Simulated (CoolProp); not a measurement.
Vapour-liquid equilibrium of R143a (1) + dimethyl ether (2) at 0.276 MPa; x and y are mole fractions of (1).

Values from CoolProp's multi-fluid Helmholtz-energy mixture model, Lemmon and Jacobsen 2000 and Wu 2011; pair parameters Bell 2016.

Task: Give the bubble temperature and the first vapour's composition at x = 0.05, 0.25, 0.75. Is there an azeotrope?

Result: x = 0.05: -1.2 °C, y = 0.115; x = 0.25: -8.4 °C, y = 0.445; x = 0.75: -19.6 °C, y = 0.866. No azeotrope shows between x = 0.05 and 0.95.

The pair parameters rest on a limited set of measurements; away from them the model extrapolates.
